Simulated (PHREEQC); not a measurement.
Model water analysis in mg/L, 20 °C, pH 7.06, pe 10: Na 175; K 60.1; Ca 233; Mg 22.4; Cl 458; S(6) as SO4 290; Alkalinity as HCO3 216; Sr 36.6.

Cl is adjusted to close the charge balance.
Valence states are taken as typed.

Computed with PHREEQC (ion-association model, wateq4f.dat).

Precipitation was switched off in this run.

Q: What ionic strength does the model give?

A: ionic strength 0.0302 mol/kgw.

Q: In which forms is Sr present?

A: Sr+2 88 %, SrSO4 10 %, SrHCO3+ 2.1 % of the Sr.

Species that the database lacks are ignored.
